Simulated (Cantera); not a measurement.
Input: 1 mol SiH4, 4.3 mol O3, 0.57 mol H2, held at 1.00 bar.

These are equilibrium values from Cantera (NASA tables, ideal gas, pure condensed phases), not measurements of a reactor. Candidate condensed phases: H2O, Si, SiO2; 18 gas species. The tables hold silica as quartz up to 1696 K and as liquid above; real silica turns to tridymite and cristobalite and melts near 1996 K. Gases not in the tables: Si(OH)4. The numbers say what is thermodynamically allowed, not how fast it happens.

x: gas mole fraction; n: condensed amount in mol.

| T (K) | x O2 | x H2O | x OH | x O | x H2 | x HO2 | n SiO2(β-quartz) | n SiO2(condensed) |
|---|---|---|---|---|---|---|---|---|
| 948 | 0.618 | 0.382 | 1.01e-7 | 2.34e-11 | 8.27e-12 | 1.71e-9 | 1.00 | 0 |
| 1023 | 0.618 | 0.382 | 4.56e-7 | 2.45e-10 | 8.29e-11 | 5.88e-9 | 1.00 | 0 |
| 1098 | 0.618 | 0.382 | 1.68e-6 | 1.87e-9 | 6.09e-10 | 1.71e-8 | 1.00 | 0 |
| 1173 | 0.618 | 0.382 | 5.26e-6 | 1.10e-8 | 3.47e-9 | 4.35e-8 | 1.00 | 0 |
| 1248 | 0.618 | 0.382 | 1.43e-5 | 5.23e-8 | 1.61e-8 | 9.87e-8 | 1.00 | 0 |
| 1323 | 0.618 | 0.382 | 3.49e-5 | 2.09e-7 | 6.29e-8 | 2.04e-7 | 1.00 | 0 |
| 1398 | 0.618 | 0.382 | 7.72e-5 | 7.21e-7 | 2.13e-7 | 3.92e-7 | 1.00 | 0 |
| 1473 | 0.618 | 0.381 | 0.000158 | 2.19e-6 | 6.35e-7 | 7.03e-7 | 1.00 | 0 |
| 1548 | 0.618 | 0.381 | 0.000300 | 6.00e-6 | 1.71e-6 | 1.19e-6 | 1.00 | 0 |
| 1623 | 0.618 | 0.381 | 0.000538 | 1.50e-5 | 4.20e-6 | 1.92e-6 | 1.00 | 0 |
| 1698 | 0.618 | 0.381 | … | … | … | … | 0 | 1.00 |
| 1773 | 0.618 | 0.381 | 0.00149 | 7.38e-5 | 2.02e-5 | 4.44e-6 | 0 | 1.00 |
| 1848 | 0.617 | 0.380 | … | … | … | … | 0 | 1.00 |
| 1923 | 0.617 | 0.379 | 0.00353 | 0.000284 | 7.61e-5 | 9.00e-6 | 0 | 1.00 |

**Question.** Some entries are withheld; supply them.

**Answer.** 
- 1848, x OH: 0.00234
- 1848, x O: 0.000149
- 1848, x H2: 4.03e-5
- 1848, x HO2: 6.41e-6
- 1698, x OH: 0.000917
- 1698, x O: 3.44e-5
- 1698, x H2: 9.54e-6
- 1698, x HO2: 2.98e-6
